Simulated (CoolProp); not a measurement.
Properties of 1,2-dichloroethane along the isobar 0.101 MPa (Tc = 288.4 °C, pc = 5.226 MPa, ω = 0.269).

Values from CoolProp's reference Helmholtz-energy equation of state, Thol 2015.

```tsv
T (°C)	phase	Z	cv (kJ/(kg K))	fugacity coefficient
23.95	liquid	___	0.9057	0.09878
52.95	liquid	___	0.9141	0.3422
81.95	liquid	0.002920	___	___
110.85	gas	0.9767	0.8297	0.9773
139.85	gas	0.9816	0.8603	0.9819
168.85	gas	0.9853	___	0.9855
197.85	gas	0.9880	0.9243	0.9881
226.85	gas	0.9901	0.9561	0.9902
```

Question: What belongs in the gaps?

Answer: 
- 23.95, Z: 0.003245
- 52.95, Z: 0.003061
- 81.95, cv (kJ/(kg K)): 0.9275
- 81.95, fugacity coefficient: 0.9289
- 168.85, cv (kJ/(kg K)): 0.8921
